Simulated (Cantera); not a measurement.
A jet of H2 : O2 : N2 = 0.017 : 0.065 : 0.79 (molar parts), equivalence ratio 0.13 at 300 K and 2000 Pa hits a platinum plate 2.3 cm away at a mass flux of 0.098 kg/m²/s; the plate temperature is set and raised in steps from an oxygen-covered start.

Detailed kinetics in Cantera: Deutschmann's 1995 Pt surface mechanism with GRI-Mech 3.0 gas chemistry. Catalytic surfaces can have several steady states; this one follows from the mechanism file's or the stated starting coverage.

x: mole fraction at the wall; θ: surface coverage.

```
plate T (K)  wall x H2  wall x O2  wall x H2O  wall x OH  θ free Pt   θ O*     θ OH*
-----------  ---------  ---------  ----------  ---------  ---------  -----  --------
600            0.00511     0.0591      0.0279      <1e-8      0.142  0.854   0.00368
650            0.00510     0.0591      0.0278      <1e-8      0.149  0.849   0.00246
700            0.00504     0.0591      0.0277      <1e-8      0.158  0.841   0.00174
750            0.00478     0.0589      0.0281      <1e-8      0.176  0.823   0.00133
800                ___     0.0583      0.0290      <1e-8      0.213  0.786   0.00109
850                ___     0.0577      0.0300    1.76e-8      0.269  0.730  0.000930
900                ___     0.0572      0.0309    5.70e-8      0.336  0.663  0.000800
950                ___     0.0568      0.0315    1.61e-7      0.407  0.592  0.000685
```

Q: What belongs in the gaps?

A: 
- 800, wall x H2: 0.00424
- 850, wall x H2: 0.00362
- 900, wall x H2: 0.00309
- 950, wall x H2: 0.00270
